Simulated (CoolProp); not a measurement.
Vapour-liquid equilibrium of carbon dioxide (1) + propane (2) at 264 K; x and y are mole fractions of (1).

The numbers come from the multi-fluid Helmholtz-energy mixture model, Span 1996 and Lemmon 2009; pair parameters Kunz 2012 in CoolProp.

### Question
Give the bubble pressure and the first vapour's composition at x = 0.5, 0.575, 0.8. Is there an azeotrope?

### Answer
x = 0.5: 1.941 MPa, y = 0.847; x = 0.575: 2.068 MPa, y = 0.864; x = 0.8: 2.404 MPa, y = 0.916. No azeotrope shows between x = 0.05 and 0.95.

Pair parameters are fitted to limited data, so mixtures are less certain than the pure fluids.
